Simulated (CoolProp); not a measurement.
Vapour-liquid equilibrium of R143a (1) + R1234yf (2) at 218.9 K; x and y are mole fractions of (1).

Values from CoolProp's multi-fluid Helmholtz-energy mixture model, Lemmon and Jacobsen 2000 and Lemmon 2022; pair parameters Bell 2016.

Question: Give the bubble pressure and the first vapour's composition at x = 0.275, 0.35, 0.725. Is there an azeotrope?

Answer: x = 0.275: 0.04254 MPa, y = 0.488; x = 0.35: 0.04579 MPa, y = 0.570; x = 0.725: 0.06102 MPa, y = 0.855. No azeotrope shows between x = 0.05 and 0.95.

The pair parameters rest on a limited set of measurements; away from them the model extrapolates.
